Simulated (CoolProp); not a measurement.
Vapour-liquid equilibrium of isobutane (1) + isobutene (2) at 324.5 K; x and y are mole fractions of (1).

The numbers come from the multi-fluid Helmholtz-energy mixture model, Bücker 2006 and Lemmon 2005; pair parameters Bell 2016 in CoolProp.

```json
[
 {"x": "0.05", "bubble pressure (kPa)": "637.3", "y at the bubble point": "0.057", "dew pressure at overall composition x (kPa)": "636.6", "liquid density (mol/L)": "9.809"},
 {"x": "0.125", "bubble pressure (kPa)": "___", "y at the bubble point": "0.140", "dew pressure at overall composition x (kPa)": "643.9", "liquid density (mol/L)": "9.726"},
 {"x": "0.2", "bubble pressure (kPa)": "652.8", "y at the bubble point": "0.220", "dew pressure at overall composition x (kPa)": "650.9", "liquid density (mol/L)": "9.645"},
 {"x": "0.275", "bubble pressure (kPa)": "659.8", "y at the bubble point": "0.298", "dew pressure at overall composition x (kPa)": "___", "liquid density (mol/L)": "9.565"},
 {"x": "0.35", "bubble pressure (kPa)": "666.4", "y at the bubble point": "0.374", "dew pressure at overall composition x (kPa)": "___", "liquid density (mol/L)": "___"},
 {"x": "0.425", "bubble pressure (kPa)": "672.6", "y at the bubble point": "0.449", "dew pressure at overall composition x (kPa)": "___", "liquid density (mol/L)": "9.410"},
 {"x": "0.5", "bubble pressure (kPa)": "___", "y at the bubble point": "0.523", "dew pressure at overall composition x (kPa)": "676.6", "liquid density (mol/L)": "9.335"},
 {"x": "0.575", "bubble pressure (kPa)": "___", "y at the bubble point": "0.596", "dew pressure at overall composition x (kPa)": "682.2", "liquid density (mol/L)": "9.261"},
 {"x": "0.65", "bubble pressure (kPa)": "688.8", "y at the bubble point": "0.668", "dew pressure at overall composition x (kPa)": "687.6", "liquid density (mol/L)": "9.188"},
 {"x": "0.725", "bubble pressure (kPa)": "693.5", "y at the bubble point": "0.739", "dew pressure at overall composition x (kPa)": "692.6", "liquid density (mol/L)": "9.117"},
 {"x": "0.8", "bubble pressure (kPa)": "697.9", "y at the bubble point": "0.811", "dew pressure at overall composition x (kPa)": "697.2", "liquid density (mol/L)": "9.048"},
 {"x": "0.875", "bubble pressure (kPa)": "701.9", "y at the bubble point": "0.882", "dew pressure at overall composition x (kPa)": "701.5", "liquid density (mol/L)": "___"},
 {"x": "0.95", "bubble pressure (kPa)": "705.6", "y at the bubble point": "0.953", "dew pressure at overall composition x (kPa)": "705.5", "liquid density (mol/L)": "8.912"}
]
```

What belongs in the gaps?


- 0.125, bubble pressure (kPa): 645.3
- 0.275, dew pressure at overall composition x (kPa): 657.7
- 0.35, dew pressure at overall composition x (kPa): 664.3
- 0.35, liquid density (mol/L): 9.487
- 0.425, dew pressure at overall composition x (kPa): 670.6
- 0.5, bubble pressure (kPa): 678.3
- 0.575, bubble pressure (kPa): 683.8
- 0.875, liquid density (mol/L): 8.979

No azeotrope shows between x = 0.05 and 0.95.

Pair parameters are fitted to limited data, so mixtures are less certain than the pure fluids.
